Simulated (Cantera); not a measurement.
A perfectly stirred reactor is fed with 2.14 % CH4, 0.0812 % C2H6, 0.662 % C3H8, 17.9 % O2, 67.3 % N2, 12.0 % H2O, equivalence ratio 0.44, at 5.33 atm; it is adiabatic with a 723 K inlet, and is followed from long to short residence time, starting on the burning branch (τ in s: 0.14, 0.043, 0.013, 0.004, 0.0012, 0.00037, 0.00011, 3.4e-05, 1e-05, 3.1e-06).

Cantera simulation using GRI-Mech 3.0 (53 species, 325 reactions); the numbers are that mechanism's predictions, not measurements. GRI-Mech 3.0 was tuned for natural gas; its chemistry of propane as a main component is partial and can be far from experiment.

Question: Predict: blow-out, bracketed by the residence times tried; x(CH4) at τ = 0.140 s; x(C2H6) at τ = 0.140 s; x(C3H8) at τ = 0.140 s; x(C2H4) at τ = 0.140 s; x(CH3) at τ = 0.140 s; x(CH4) at τ = 0.370 ms; x(C2H6) at τ = 0.370 ms; x(C3H8) at τ = 0.370 ms.

Answer: 
```
Quantity                                                                        Value
------------------------------------------------  -----------------------------------
blow-out, bracketed by the residence times tried  burning at 1.20 ms, out at 0.370 ms
x(CH4) at τ = 0.140 s                                                         5.63e-6
x(C2H6) at τ = 0.140 s                                                        4.32e-8
x(C3H8) at τ = 0.140 s                                                        3.60e-7
x(C2H4) at τ = 0.140 s                                                        1.54e-6
x(CH3) at τ = 0.140 s                                                         9.40e-7
x(CH4) at τ = 0.370 ms                                                         0.0214
x(C2H6) at τ = 0.370 ms                                                      0.000812
x(C3H8) at τ = 0.370 ms                                                       0.00662
```
